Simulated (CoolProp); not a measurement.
Propylene along the isobar 0.461 MPa: Z from the reference equation and from simpler models built on Tc = 364.2 K, pc = 4.555 MPa, ω = 0.146; each cubic takes its own stable root.

Values from CoolProp's reference Helmholtz-energy equation of state, Lemmon 2013.

```csv
T (K),phase,reference,van der Waals,Redlich-Kwong,Peng-Robinson
225.2,liquid,[?],0.8991,0.01829,0.01598
243.7,liquid,0.01630,0.9171,0.01770,0.01538
262.3,liquid,0.01583,0.9308,0.9066,0.01501
280.9,gas,0.9154,0.9415,0.9239,0.9157
299.5,gas,0.9322,0.9500,0.9371,0.9301
318.1,gas,0.9447,0.9569,0.9473,0.9414
336.6,gas,0.9540,[?],0.9554,0.9504
355.2,gas,0.9614,0.9672,0.9620,0.9578
373.8,gas,0.9673,0.9711,0.9674,[?]
```

### Question
Fill in the missing entries.

### Answer

- 225.2, reference: 0.01696
- 336.6, van der Waals: 0.9625
- 373.8, Peng-Robinson: 0.9638

At some of these states van der Waals, Redlich-Kwong gives the other phase, because its saturation line lies elsewhere.
